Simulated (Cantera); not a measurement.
Cantera run:

```python
import numpy as np
import cantera as ct

gas_names = """
    CL CLO CL2 H HCL HOCL HO2 H2 H2O H2O2 O OH O2 O3 Ti TiCL TiCL2 TiCL3 TiCL4 TiO TiOCL TiOCL2 TiO2
""".split()
cond_names = """
    H2O(s) H2O(L) Ti(a) Ti(b) Ti(L) TiCL2(s) TiCL3(s) TiCL4(L) TiO(a) TiO(b) TiO(L) TiO2(ru) TiO2(L)
    Ti2O3(a) Ti2O3(b) Ti2O3(L) Ti3O5(a) Ti3O5(b) Ti3O5(L) Ti4O7(s) Ti4O7(L)
""".split()


# ... load() reads the species with a 1 bar reference pressure and builds the phases ...
atoms = {
    'TiO2': {'Ti': 1, 'O': 2},
    'HCl': {'H': 1, 'CL': 1},
    'H2O': {'H': 2, 'O': 1},
}
top_T = {'TiCL2(s)': 1300, 'TiCL3(s)': 1000}  # K; cautious upper limits of use, not melting points


# ... equilibrate(T, P, feed) seeds the gas with the atoms and calls Mixture.equilibrate('TP', solver="vcs", rtol=1e-11, max_steps=5000) ...
results = []
feed = {'TiO2': 1, 'HCl': 2.7, 'H2O': 0.64}  # mol
T = 1398  # K
P = 1000  # Pa
mix = equilibrate(T, P, feed)
results.append((T, P, feed, dict(zip(mix.species_names, mix.species_moles))))
x = sorted(zip(gas.X, gas.species_names), reverse=True)
print(f"T = {T:g} K  P = {P:g} Pa  gas = {mix.phase_moles(0):.4g} mol")
print("   x: " + "  ".join(f"{s} {v:.3e}" for v, s in x if v > 0.001))
print("   condensed (mol): " + ("  ".join(f"{mix.phase(i).name} {mix.phase_moles(i):.4g}"
      for i in range(1, mix.n_phases) if mix.phase_moles(i) > 1e-12) or "none"))
```

Output:

```
T = 1398 K  P = 1000 Pa  gas = 3.342 mol
   x: HCL 8.066e-01  H2O 1.915e-01  CL 1.238e-03
   condensed (mol): TiO2(ru) 1
```

Equilibrium computed with Cantera from the NASA thermochemical tables; the gas is ideal and each condensed phase is pure.
